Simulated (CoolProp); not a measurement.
Saturation properties of octamethyltrisiloxane (MDM) (Tc = 565.4 K, pc = 14.38 bar, ω = 0.528).

The numbers come from the reference Helmholtz-energy equation of state, Thol 2017 in CoolProp.

```json
[
 {"T (K)": "396.5", "p (bar)": "0.4401", "liquid density (kg/m³)": "710.3", "vapour density (kg/m³)": "3.292", "surface tension (mN/m)": "8.43"},
 {"T (K)": "405.3", "p (bar)": "0.5754", "liquid density (kg/m³)": "700.0", "vapour density (kg/m³)": "4.249", "surface tension (mN/m)": "7.79"},
 {"T (K)": "414.1", "p (bar)": "0.7414", "liquid density (kg/m³)": "689.4", "vapour density (kg/m³)": "5.415", "surface tension (mN/m)": "7.17"},
 {"T (K)": "423", "p (bar)": "0.9453", "liquid density (kg/m³)": "678.5", "vapour density (kg/m³)": "6.842", "surface tension (mN/m)": "6.55"},
 {"T (K)": "431.8", "p (bar)": "1.187", "liquid density (kg/m³)": "667.3", "vapour density (kg/m³)": "8.534", "surface tension (mN/m)": "5.96"},
 {"T (K)": "440.7", "p (bar)": "1.478", "liquid density (kg/m³)": "655.7", "vapour density (kg/m³)": "10.57", "surface tension (mN/m)": "5.39"},
 {"T (K)": "449.5", "p (bar)": "1.817", "liquid density (kg/m³)": "643.9", "vapour density (kg/m³)": "12.96", "surface tension (mN/m)": "4.83"},
 {"T (K)": "458.4", "p (bar)": "2.216", "liquid density (kg/m³)": "631.4", "vapour density (kg/m³)": "15.82", "surface tension (mN/m)": "4.29"},
 {"T (K)": "467.2", "p (bar)": "2.674", "liquid density (kg/m³)": "618.6", "vapour density (kg/m³)": "19.14", "surface tension (mN/m)": "3.78"}
]
```

It boils at 425.6 K under 1 atm.

Surface tension comes from a separate correlation (Mulero 2014), older than this fluid's equation and unchecked against measurements.
